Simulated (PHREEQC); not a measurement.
Make-up at 20 °C: 2.8 mol/kgw CaCl2. It is in equilibrium with CO2 at log p = -2 (atm). Otherwise closed; pH follows from the charge balance.

Equilibrium calculation in PHREEQC: Pitzer model, pitzer.dat.

This is a speciation only: nothing precipitates in the calculation.

Task: Predict the pH, density.

Result: pH 4.65; density 1.217 g/cm³.

Task: In which forms is C present?

Result: CO2 98 %, HCO3- 1.6 % of the C.

In brines, pH and single-ion activities rest on the MacInnes convention.
